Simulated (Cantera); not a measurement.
Cantera run:

```python
import numpy as np
import cantera as ct

gas_names = """
    B BF BF2 BF3 BN B2 F F2 N NF NF2 NF3 N2
""".split()
cond_names = """
    B(b) B(L) BN(s)
""".split()


def load(file, names, dense=False):
    # The tables refer to 1 bar. Condensed volumes are neglected.
    table = {s.name: s for s in ct.Species.list_from_file(file)}
    out = []
    for n in names:
        d = dict(table[n].input_data)
        d["thermo"] = dict(d["thermo"], **{"reference-pressure": 1e5})
        if dense:
            d["equation-of-state"] = {"model": "constant-volume", "density": "1e6 g/cm^3"}
        out.append(ct.Species.from_dict(d))
    return out


gas = ct.Solution(thermo="ideal-gas", species=load("nasa_gas.yaml", gas_names))
cond = {s.name: ct.Solution(thermo="fixed-stoichiometry", species=[s], name=s.name)
        for s in load("nasa_condensed.yaml", cond_names, dense=True)}
atoms = {
    'BF3': {'B': 1, 'F': 3},
    'N2': {'N': 2},
}
top_T = {'BN(s)': 3200}  # K; cautious upper limits of use, not melting points


def equilibrate(T, P, feed):
    n = {}
    for name, mol in feed.items():
        for a, k in atoms[name].items():
            n[a] = n.get(a, 0.0) + k * mol
    gas.TPX = T, P, n
    mass = sum(n.values()) * gas.mean_molecular_weight
    gas.equilibrate("TP")
    valid = [c for c in cond.values() if c.min_temp <= T <= top_T.get(c.name, c.max_temp)]
    mix = ct.Mixture([(gas, mass / gas.mean_molecular_weight)] + [(c, 0.0) for c in valid])
    mix.T, mix.P = T, P
    mix.equilibrate("TP", solver="vcs", rtol=1e-11, max_steps=5000)
    return mix


results = []
feed = {'BF3': 1, 'N2': 1.4}  # mol
T = 1573.15  # K
P = 42000  # Pa
mix = equilibrate(T, P, feed)
results.append((T, P, feed, dict(zip(mix.species_names, mix.species_moles))))
print(gas.report(threshold=0.001))
for i in range(1, mix.n_phases):
    print(f"{mix.phase(i).name:16s} {mix.phase_moles(i):12.5e} mol")
```

Result:

```
       temperature   1573.2 K
          pressure   42000 Pa
           density   0.14319 kg/m^3
  mean mol. weight   44.594 kg/kmol
   phase of matter   gas

                          1 kg             1 kmol
                     ---------------   ---------------
          enthalpy       -9.2191e+06       -4.1111e+08  J
   internal energy       -9.5124e+06       -4.2419e+08  J
           entropy            6907.7        3.0804e+05  J/K
    Gibbs function       -2.0086e+07       -8.9571e+08  J
 heat capacity c_p            1203.5             53669  J/K
 heat capacity c_v            1017.1             45354  J/K

                      mass frac. Y      mole frac. X     chem. pot. / RT
                     ---------------   ---------------   ---------------
               BF3           0.63355           0.41667           -125.76
                N2           0.36645           0.58333           -27.566
     [  +11 minor]        7.8008e-07         1.026e-06

B(b)              0.00000e+00 mol
BN(s)             0.00000e+00 mol
```

These are equilibrium values from Cantera (NASA tables, ideal gas, pure condensed phases), not measurements of a reactor.
